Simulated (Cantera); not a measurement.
Input: 1 mol TEOS, 2.8 mol CO2, equilibrated at 20.0 mbar.

Cantera equilibrium calculation (NASA polynomials, part measured and part estimated; ideal gas, pure solids and liquids). Candidate condensed phases: C, C6H6, C7H8, C8H18, H2O, Si, SiC, SiO2; 123 gas species. The feed counts by its element totals alone. Equilibrium is a limit: real reactors are often held back by kinetics, nucleation or transport. All values below are at 1300 °C.

Base state: H2 0.510, CO 0.488, SiO 0.00128, H 0.000205, C2H2 (acetylene) 1.05e-5 (mole fractions); condensed: C(graphite) + SiC(s).

### Question
What changes in the equilibrium state with this change: CO2 from 2.8 to 5.3 mol?

### Answer
```tsv
species	before	after
CO	0.488	0.559
H2	0.510	0.424
SiO	0.00128	0.0164
C2H2 (acetylene)	1.05e-5	7.81e-7
H2O	5.18e-6	1.65e-5
H	0.000205	0.000187
C(graphite), mol	0.250	0
SiC(s), mol	0.975	0.104
SiO2(β-quartz), mol	0	0.508
```
Mutual solubility and eutectic melting of coexisting phases are not modelled. The tables hold silica as quartz up to 1696 K and as liquid above; real silica turns to tridymite and cristobalite and melts near 1996 K.
